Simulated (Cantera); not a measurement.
Predominance diagram of Cu at 1177 °C against the partial pressures of O2 and H2O (log10, bar). Cantera with NASA thermochemical tables; ideal gases at 1 bar, condensed phases pure. Candidates: Cu(l), Cu(OH)2(s), Cu2O(s). Only these pure phases compete in this equilibrium. 

```
log p(H2O) \ log p(O2)
        columns: -13, -12.1, -11.1, -10.2, -9.3, -8.4, -7.4, -6.5, -5.6, -4.6, -3.7, -2.8, -1.9, -0.9, 0
      0  A A A A A A A A A A B B B B B
   -1.7  A A A A A A A A A A B B B B B
   -3.3  A A A A A A A A A A B B B B B
     -5  A A A A A A A A A A B B B B B
   -6.7  A A A A A A A A A A B B B B B
   -8.3  A A A A A A A A A A B B B B B
    -10  A A A A A A A A A A B B B B B
  -11.7  A A A A A A A A A A B B B B B
  -13.3  A A A A A A A A A A B B B B B
    -15  A A A A A A A A A A B B B B B
```

A: Cu(l); B: Cu2O(s).
